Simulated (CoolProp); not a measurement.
Vapour-liquid equilibrium of acetone (1) + ethanol (2) at 33.25 °C; x and y are mole fractions of (1).

Computed with CoolProp (multi-fluid Helmholtz-energy mixture model, Lemmon 2006 and Schroeder 2014; pair parameters Bell 2016).

| x | bubble pressure, mixture model (bar) | bubble pressure, Raoult's law (bar) | y, mixture model | y, Raoult's law |
|---|---|---|---|---|
| 0.05 | 0.1606 | 0.1405 | 0.257 | 0.154 |
| 0.125 | 0.2048 | 0.1637 | 0.457 | 0.331 |
| 0.2 | 0.2405 | 0.1868 | 0.568 | 0.464 |
| 0.275 | 0.2697 | 0.2100 | 0.641 | 0.568 |
| 0.35 | 0.2940 | 0.2331 | 0.694 | 0.651 |
| 0.425 | 0.3148 | 0.2562 | 0.736 | 0.719 |
| 0.5 | 0.3332 | 0.2794 | 0.771 | 0.776 |
| 0.575 | 0.3500 | 0.3025 | 0.803 | 0.824 |
| 0.65 | 0.3657 | 0.3257 | 0.834 | 0.866 |
| 0.725 | 0.3808 | 0.3488 | 0.865 | 0.901 |
| 0.8 | 0.3955 | 0.3719 | 0.898 | 0.933 |
| 0.875 | 0.4100 | 0.3951 | 0.933 | 0.960 |
| 0.95 | 0.4243 | 0.4182 | 0.972 | 0.985 |

The largest gap from Raoult's law is +28.7 % in bubble pressure, at x = 0.2. No azeotrope shows between x = 0.05 and 0.95.

Pair parameters are fitted to limited data, so mixtures are less certain than the pure fluids.
